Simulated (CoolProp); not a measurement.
A Linde-Hampson liquefier for oxygen: isothermal reversible compression at 230 K from 1 atm to 25 MPa, throttling to 1 atm, return gas leaving the recuperator 5 K below the feed. Each further row changes one setting.

Values from CoolProp's reference Helmholtz-energy equation of state, Schmidt 1985.

```tsv
case	liquid yield per pass	compression work (kJ/kg of gas)
as stated	0.245	307
high pressure 50 MPa	0.283	347
warm-end temperature 260 K	…	…
warm-end gap 10 K	…	307
```

Q: Complete the blanks.

A: 
- warm-end temperature 260 K, liquid yield per pass: 0.173
- warm-end temperature 260 K, compression work (kJ/kg of gas): 357
- warm-end gap 10 K, liquid yield per pass: 0.235
